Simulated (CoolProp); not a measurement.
The fluid at 265.07 K and 1.67 MPa is compressed adiabatically to 13.3 MPa with isentropic efficiency 1. The same conditions are run with several fluids, on thermodynamics alone (safety and materials aside).

Values from CoolProp's reference Helmholtz-energy equation of state of each fluid (methane: Setzmann 1991; oxygen: Schmidt 1985; dry air: Lemmon 2000; ethylene: Smukala 2000). Blends and air are pseudo-pure fits.

Q: Rank methane, oxygen, dry air, ethylene by work (kJ/kg), highest first.

A: methane (355), dry air (219), oxygen (195), ethylene (166)

```
fluid     final temperature (K)  final density (kg/m³)
--------  ---------------------  ---------------------
methane                   430.8                   60.3
oxygen                    478.5                    104
dry air                   482.8                   91.2
ethylene                  413.9                    137
```

Above 300 K oxygen's equation is extrapolated.
